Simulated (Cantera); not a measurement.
An isothermal, constant-pressure homogeneous reactor starts with 89.3 % NH3, 10.7 % H2, at 1875 K and 14.3 Torr.

Detailed kinetics in Cantera: the gas-phase N/H chemistry of the illustrative SiF4/NH3 mechanism in the Surface Chemkin manual (1991). Walls and surfaces, which speed up NH3 decomposition in real reactors, are not modelled.

One state of this run: x NH3 = 0.743; x H2 = 0.217; x NH2 = 0.000748; x N2H2 = 6.18e-6; x N = 3.77e-7; x N2H4 = 1.46e-8; x N2 = 0.0394. x: mole fraction; the columns are a selection and need not sum to one.

Task: Which value of t (s) does it belong to?
A) 50.0
B) 0.480
C) 4.43e-5
D) 0.0217

Result: B, 0.480
